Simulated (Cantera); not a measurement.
An isothermal, constant-pressure homogeneous reactor starts with 25.3 % CH₄, 65.8 % CO₂, 8.86 % H₂, at 1375 K and 6.00 bar.

Detailed kinetics in Cantera: GRI-Mech 3.0 (53 species, 325 reactions).

x: mole fraction; the columns are a selection and need not sum to one.

| t (s) | x CH₄ | x CO₂ | x H₂ | x O | x H₂O₂ |
|---|---|---|---|---|---|
| 7.00e-6 | 0.253 | 0.658 | 0.0886 | <1e-12 | <1e-12 |
| 4.13e-5 | 0.253 | 0.658 | 0.0886 | <1e-12 | <1e-12 |
| 0.000243 | 0.253 | 0.658 | 0.0886 | <1e-12 | <1e-12 |
| 0.00143 | 0.253 | 0.658 | 0.0886 | <1e-12 | <1e-12 |
| 0.00844 | 0.253 | 0.658 | 0.0883 | <1e-12 | <1e-12 |
| 0.0498 | 0.251 | 0.653 | 0.0864 | <1e-12 | <1e-12 |
| 0.293 | 0.239 | 0.628 | 0.0784 | <1e-12 | <1e-12 |
| 1.73 | (withheld) | (withheld) | (withheld) | <1e-12 | <1e-12 |
| 10.2 | 0.0842 | 0.346 | 0.0703 | <1e-12 | <1e-12 |
| 60.0 | 0.0834 | 0.269 | 0.109 | <1e-12 | <1e-12 |

Problem. Some entries are withheld; supply them.

Solution. 
- 1.73, x CH₄: 0.177
- 1.73, x CO₂: 0.512
- 1.73, x H₂: 0.0577
